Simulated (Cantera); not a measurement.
# Counterflow diffusion flame

A counterflow diffusion flame at 0.820 bar, nozzles 20 mm apart: fuel side 86.2 % CO, 13.8 % H₂ at 325 K, oxidiser side 22.0 % O₂, 78.0 % N₂ at 550 K, fuel mass flux 1.1 times the oxidiser's; mixture-averaged transport, no radiation.

Model: GRI-Mech 3.0 (53 species, 325 reactions), integrated in Cantera. The maximum strain rate includes the flame's own expansion and is several times the mean.

```
oxidiser flux (kg/m²/s)  max strain (1/s)  mean strain (1/s)  T max (K)  peak x OH  peak x H  peak x NO  peak x CO
-----------------------  ----------------  -----------------  ---------  ---------  --------  ---------  ---------
0.49                                  325               83.7       2071    0.00851    0.0107   0.000105      0.873
0.66                                  427                113       2028    0.00842    0.0120    8.25e-5      0.873
0.88                                  557                150       1985    0.00832    0.0132    6.77e-5      0.872
1.2                                   744                205       1938    0.00815    0.0147    5.64e-5      0.871
1.6                                   974                273       1893    0.00789    0.0160    4.84e-5      0.871
2.1                                  1260                359       1849    0.00759    0.0173    4.20e-5      0.871
2.8                                  1650                478       1802    0.00725    0.0187    3.62e-5      0.871
3.7                                  2140                632       1753    0.00683    0.0199    3.08e-5      0.871
5                                    2840                854       1697    0.00630    0.0210    2.53e-5      0.871
```
x: mole fraction; the columns are a selection and need not sum to one.
